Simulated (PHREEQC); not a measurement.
## Metal-bearing waste water: speciation

Dissolve 0.0021 mol ZnSO4, 0.0022 mol CaCl2, 0.00031 mol NaH2PO4 and 0.025 mol Na2SO4 per kg of water at 25 °C. Closed to the air; pH follows from the charge balance.

All values are PHREEQC results (ion-association model, wateq4f.dat), not measurements.

No solid was allowed to form.

### Question
Estimate the pH, ionic strength.

### Answer
pH 5.37; ionic strength 0.0778 mol/kgw.

### Question
In which forms is Zn present?

### Answer
Zn+2 48 %, ZnSO4 44 %, Zn(SO4)2-2 8.2 % of the Zn.

Species that the database lacks are ignored. H3PO4, which wateq4f.dat lacks, is added to it with the constant of phreeqc.dat. The database has no phosphate complexes of Zn.
